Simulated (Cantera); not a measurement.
Equilibrium for silicon carbide growth: SiH₄ + C₂H₂ + H₂

Charge: 1 mol SiH₄, 0.017 mol C₂H₂, 1300 mol H₂, at 10.0 Torr.

Cantera equilibrium calculation (NASA polynomials, part measured and part estimated; ideal gas, pure solids and liquids). Candidate condensed phases: C, C₆H₆, C₇H₈, C₈H₁₈, Si, SiC; 87 gas species. Mutual solubility and eutectic melting of coexisting phases are not modelled. Gases not in the tables: Si₂H₆ and higher silanes. Kinetics and transport are ignored.

```
T (K)   x H₂       x H      x Si    x SiH   x SiH₂  n Si(s)  n SiC(s)  n Si(l)
-----  -----  --------  --------  -------  -------  -------  --------  -------
1523   1.000  0.000200   1.35e-6  4.56e-7  2.00e-6    0.961    0.0337        0
1623   0.999  0.000598   1.17e-5  2.72e-6  6.46e-6    0.939    0.0336        0
1723   0.998   0.00158   7.38e-5  1.22e-5  1.70e-5        0    0.0330    0.830
1823   0.996   0.00374  0.000332  4.08e-5  3.50e-5        0    0.0281    0.422
1923   0.991   0.00812  0.000634  5.96e-5  3.32e-5        0   0.00879        0
2023   0.983    0.0163  0.000678  4.99e-5  1.89e-5        0         0        0
2123   0.969    0.0306  0.000699  4.11e-5  1.09e-5        0         0        0
2223   0.945    0.0539  0.000705  3.35e-5  6.41e-6        0         0        0
2323   0.909    0.0899  0.000701  2.72e-5  3.83e-6        0         0        0
2423   0.857     0.142  0.000688  2.19e-5  2.31e-6        0         0        0
2523   0.786     0.213  0.000666  1.74e-5  1.38e-6        0         0        0
2623   0.695     0.304  0.000636  1.35e-5  8.06e-7        0         0        0
```
x: gas mole fraction; n: condensed amount in mol.

From 1523 K to 1623 K the condensed part is Si(s) + SiC(s). From 1723 K to 1823 K the condensed part is Si(l) + SiC(s). At 1923 K the condensed part is SiC(s). From 2023 K to 2623 K nothing is condensed. The main Si-bearing gas is SiH₂ at 1523 K and Si at 2623 K.
